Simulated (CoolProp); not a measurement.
Saturated liquid density (kg/m³) of trans-2-butene: the reference equation beside estimates from Tc = 155.5 °C, pc = 40.19 bar, ω = 0.210. Rackett uses Z = 0.29056 − 0.08775 ω.

The numbers come from the reference Helmholtz-energy equation of state, Lemmon 2005 in CoolProp. It is a short technical equation, of lower accuracy than the large ones.

```
T (°C)  reference  Rackett  Soave-Redlich-Kwong
------  ---------  -------  -------------------
-33.85      664.0    651.6                604.2
-29.15      659.1    646.9                600.0
-24.45      654.1    642.0                595.7
-19.75      649.1    637.1                591.2
-15.05      644.0    632.2                586.7
-10.35      638.9    627.2                582.0
-5.55       633.6    622.0                577.1
-0.85       628.4    616.8                572.2
3.85        623.1    611.6                567.2
```

Absolute difference from the reference over all 9 rows, mean and median: Rackett 1.8 and 1.8 %, Soave-Redlich-Kwong 8.9 and 8.9 %.
